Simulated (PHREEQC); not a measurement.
Make-up at 90 °C: 0.028 mol H2SO4, 0.0029 mol NaCl and 0.0025 mol MgCl2 per kg of water. Closed to the air; pH follows from the charge balance.

Equilibrium calculation in PHREEQC: ion-association model, wateq4f.dat.

Q: The ionic strength comes out as 0.0428 mol/kgw. What activity coefficients do SO4-2, Na+, NaSO4-, Cl-, Mg+2 get?

A: SO4-2 0.44, Na+ 0.81, NaSO4- 0.82, Cl- 0.80, Mg+2 0.46.

This is a speciation only: nothing precipitates in the calculation. Constants without temperature data keep their 25 °C values here.
